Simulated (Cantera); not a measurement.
Input: 1 mol Si, 3.6 mol HF, 7.5 mol H2, equilibrated at 0.0270 bar.

These are equilibrium values from Cantera (NASA tables, ideal gas, pure condensed phases), not measurements of a reactor. Candidate condensed phases: Si; 25 gas species. The numbers say what is thermodynamically allowed, not how fast it happens.

Over these rows the condensed part is Si(s). Partial pressures as log10 of bar:

| T (K) | 1000/T (1/K) | log p HF | log p H2 | log p SiF4 |
|---|---|---|---|---|
| 850 | 1.1765 | -7.33 | -1.61 | -2.64 |
| 900 | 1.1111 | -6.89 | -1.61 | -2.64 |
| 950 | 1.0526 | ? | -1.61 | -2.65 |
| 1000 | 1.0000 | -6.14 | -1.61 | -2.65 |
| 1050 | 0.9524 | -5.82 | -1.61 | -2.65 |
| 1100 | 0.9091 | -5.52 | -1.61 | -2.65 |

### Question
Fit log p(HF) = a + b·(1000/T) to the five rows, give the apparent enthalpy, and predict the row at 950 K.

### Answer
Means: 1000/T = 1.0298, log p = -6.340. Sxy = -0.335130, Sxx = 0.0495779, so b = -6.76 and a = -6.340 − (-6.76)×1.0298 = 0.62.
Apparent enthalpy: −19.145 × (-6.76) = 129 kJ/mol. With the condensed phases at unit activity, 1/2 H2(g) + 1/4 SiF4(g) = HF(g) + 1/4 Si(s) links this pressure to the main gases: over the six rows their terms move log p by -0.00 in all, so the slope is close to that reaction's ΔH°. The five rows lie within 0.01 of the line.
Prediction at 950 K: 0.62 + (-6.76)×1.0526 = -6.50. The computed value is -6.49, 0.01 from the line.
